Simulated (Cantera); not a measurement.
Mixture: CO : H2 : O2 : N2 : CO2 = 1 : 0.51 : 1.35 : 5.07 : 1.4 (molar parts), at 5.33 atm, adiabatic and at constant volume. Ignition delay is the time to a rise of 400 K.

Computed with Cantera and GRI-Mech 3.0 (53 species, 325 reactions). The hydrogen kinetics of GRI-Mech 3.0 are dated; newer H2 mechanisms differ, most at raised pressure. Where the delays flatten at high temperature, the 400 K rule measures the pace of heat release, not the induction time.

Question: What does this change do: pressure from 5.33 atm to 35.5 atm?

Answer: 
| quantity | before | after |
|---|---|---|
| delay at 1173 K | 55.9 µs | 0.185 ms |
| delay at 1273 K | 16.5 µs | 39.0 µs |
| delay at 1373 K | 9.60 µs | 9.15 µs |
| delay at 1473 K | 7.11 µs | 2.59 µs |
| delay at 1573 K | 6.07 µs | 1.16 µs |
| delay at 1673 K | 5.72 µs | 0.733 µs |
The pressure lies above the range GRI-Mech 3.0 was tuned for (to about 10 atm).
